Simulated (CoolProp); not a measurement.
Vapour-liquid equilibrium of ethylene (1) + isobutane (2) at 224.8 K; x and y are mole fractions of (1).

The numbers come from the multi-fluid Helmholtz-energy mixture model, Smukala 2000 and Bücker 2006; pair parameters Bell 2016 in CoolProp.

Give the bubble pressure and the first vapour's composition at x = 0.125, 0.575, 0.65. Is there an azeotrope?

x = 0.125: 0.1270 MPa, y = 0.867; x = 0.575: 0.5965 MPa, y = 0.983; x = 0.65: 0.6841 MPa, y = 0.987. No azeotrope shows between x = 0.05 and 0.95.

The pair parameters rest on a limited set of measurements; away from them the model extrapolates.
